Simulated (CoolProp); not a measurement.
A single-stage vapour-compression cycle with the fluid: evaporating at 319.15 K (dew point), condensing at 387.15 K (bubble point), superheat 2 K, subcooling 0 K, compressor efficiency 0.85, no pressure losses. The same conditions are run with several fluids, on thermodynamics alone (safety and materials aside).

Computed with CoolProp (reference Helmholtz-energy equation of state of each fluid (trans-2-butene: Lemmon 2005; cyclopropane: Polt 1992; hexamethyldisiloxane (MM): Thol 2016; sulfur dioxide: Gao 2016; R245fa: Akasaka 2015; benzene: Thol 2012)). The equations of Platzer and Polt are older, rougher fits.

```json
[
 {"fluid": "trans-2-butene", "cooling COP": "2.40", "pressure ratio": "4.55", "discharge temperature (K)": "388.3", "refrigerating effect (kJ/kg)": "177", "volumetric capacity (kJ/m³)": "1810"},
 {"fluid": "cyclopropane", "cooling COP": "2.02", "pressure ratio": "3.78", "discharge temperature (K)": "405.2", "refrigerating effect (kJ/kg)": "(withheld)", "volumetric capacity (kJ/m³)": "(withheld)"},
 {"fluid": "hexamethyldisiloxane (MM)", "cooling COP": "(withheld)", "pressure ratio": "9.94", "discharge temperature (K)": "387.1", "refrigerating effect (kJ/kg)": "82.6", "volumetric capacity (kJ/m³)": "(withheld)"},
 {"fluid": "sulfur dioxide", "cooling COP": "2.84", "pressure ratio": "(withheld)", "discharge temperature (K)": "461.4", "refrigerating effect (kJ/kg)": "228", "volumetric capacity (kJ/m³)": "4590"},
 {"fluid": "R245fa", "cooling COP": "2.23", "pressure ratio": "5.62", "discharge temperature (K)": "387.1", "refrigerating effect (kJ/kg)": "(withheld)", "volumetric capacity (kJ/m³)": "1320"},
 {"fluid": "benzene", "cooling COP": "3.20", "pressure ratio": "8.35", "discharge temperature (K)": "396.9", "refrigerating effect (kJ/kg)": "(withheld)", "volumetric capacity (kJ/m³)": "268"}
]
```

Task: Some entries are withheld; supply them.

Result: 
- cyclopropane, refrigerating effect (kJ/kg): 164
- cyclopropane, volumetric capacity (kJ/m³): 3880
- hexamethyldisiloxane (MM), cooling COP: 2.07
- hexamethyldisiloxane (MM), volumetric capacity (kJ/m³): 75.7
- sulfur dioxide, pressure ratio: 4.89
- R245fa, refrigerating effect (kJ/kg): 78.6
- benzene, refrigerating effect (kJ/kg): 291

The compression ends wet for: hexamethyldisiloxane (MM); R245fa.
